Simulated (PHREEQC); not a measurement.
0.039 g of hydrous ferric oxide (600 m²/g; 0.2 weak and 0.005 strong sites per Fe, Dzombak-Morel constants, diffuse double layer) in 1 kg of water with 0.3 mol/kgw of an inert sodium salt and 0.047 mmol/kgw Na2HAsO4, at 25 °C; the pH is set by adding NaOH or the inert anion's acid. Oxygen alone is held at its pressure in air (log pO2 = -0.68). No CO2 enters from the air. Nothing may precipitate in this run.

Base run: PHREEQC, ion-association model, wateq4f.dat. Each further column changes one thing. The table gives As sorbed (%).

```json
[
 {"pH": "3", "base": "99.2", "background salt from 0.3 to 0.03 mol/kgw": "99.9", "oxide from 0.039 to 0.2 g/kgw": "100.0"},
 {"pH": "3.67", "base": "99.2", "background salt from 0.3 to 0.03 mol/kgw": "99.9", "oxide from 0.039 to 0.2 g/kgw": "100.0"},
 {"pH": "4.33", "base": "99.0", "background salt from 0.3 to 0.03 mol/kgw": "99.8", "oxide from 0.039 to 0.2 g/kgw": "100.0"},
 {"pH": "5", "base": "98.6", "background salt from 0.3 to 0.03 mol/kgw": "99.5", "oxide from 0.039 to 0.2 g/kgw": "100.0"},
 {"pH": "5.67", "base": "97.6", "background salt from 0.3 to 0.03 mol/kgw": "…", "oxide from 0.039 to 0.2 g/kgw": "100.0"},
 {"pH": "6.33", "base": "95.4", "background salt from 0.3 to 0.03 mol/kgw": "96.6", "oxide from 0.039 to 0.2 g/kgw": "100.0"},
 {"pH": "7", "base": "88.6", "background salt from 0.3 to 0.03 mol/kgw": "89.7", "oxide from 0.039 to 0.2 g/kgw": "99.9"},
 {"pH": "7.67", "base": "70.5", "background salt from 0.3 to 0.03 mol/kgw": "72.0", "oxide from 0.039 to 0.2 g/kgw": "…"},
 {"pH": "8.33", "base": "45.7", "background salt from 0.3 to 0.03 mol/kgw": "44.7", "oxide from 0.039 to 0.2 g/kgw": "97.7"},
 {"pH": "9", "base": "30.9", "background salt from 0.3 to 0.03 mol/kgw": "…", "oxide from 0.039 to 0.2 g/kgw": "91.2"},
 {"pH": "9.67", "base": "24.4", "background salt from 0.3 to 0.03 mol/kgw": "14.1", "oxide from 0.039 to 0.2 g/kgw": "…"},
 {"pH": "10.33", "base": "18.3", "background salt from 0.3 to 0.03 mol/kgw": "7.2", "oxide from 0.039 to 0.2 g/kgw": "…"},
 {"pH": "11", "base": "9.2", "background salt from 0.3 to 0.03 mol/kgw": "2.2", "oxide from 0.039 to 0.2 g/kgw": "…"}
]
```

Problem. Complete the blanks.

Solution. 
- 5.67, background salt from 0.3 to 0.03 mol/kgw: 98.8
- 7.67, oxide from 0.039 to 0.2 g/kgw: 99.7
- 9, background salt from 0.3 to 0.03 mol/kgw: 24.5
- 9.67, oxide from 0.039 to 0.2 g/kgw: 80.3
- 10.33, oxide from 0.039 to 0.2 g/kgw: 63.8
- 11, oxide from 0.039 to 0.2 g/kgw: 36.8

The oxide is taken as insoluble; below pH 4 it would dissolve.
